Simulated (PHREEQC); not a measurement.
Make-up at 20 °C: 0.26 mol HCl and 0.068 mol CaCl2 per kg of water. Closed to the air; pH follows from the charge balance.

Equilibrium calculation in PHREEQC: ion-association model, wateq4f.dat.

| Item | Result |
|---|---|
| pH | 0.70 |
| ionic strength | 0.464 mol/kgw |
| activity of water | 0.988 |
| total alkalinity | -260 meq/kg |

| species | molality | activity | log γ |
|---|---|---|---|
| Cl- | 0.396 | 0.258 | -0.186 |
| H+ | 0.260 | 0.200 | -0.114 |
| Ca+2 | 0.0680 | 0.0181 | -0.575 |

This is a speciation only: nothing precipitates in the calculation.
